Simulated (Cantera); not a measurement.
Charge: 1 mol Ti(OiPr)4, 35 mol H2, equilibrated at 1075 K and 0.0100 bar.

Method: chemical equilibrium by Gibbs-energy minimisation in Cantera with the NASA 1993 tables (ideal gas, pure condensed phases). Candidate condensed phases: C, C6H6, C7H8, C8H18, H2O, Ti, TiC, TiO, TiO2, Ti2O3, Ti3O5, Ti4O7; 113 gas species. The feed counts by its element totals alone. Condensed phases not in the tables: Magnéli phases beyond Ti4O7. Kinetics and transport are ignored.

Base state: H2 0.956, CO 0.0439, CH4 0.000412, H2O 5.30e-5 (mole fractions); condensed: C(graphite) + Ti4O7(s).

Task: What changes in the equilibrium state with this change: Ti(OiPr)4 replaced by Ti?

Result: 
```csv
species,before,after
H2,0.956,1.00
CO,0.0439,0
CH4,0.000412,0
H2O,5.30e-5,0
"C(graphite), mol",9.73,0
"Ti4O7(s), mol",0.250,0
"Ti(α), mol",0,1.00
```
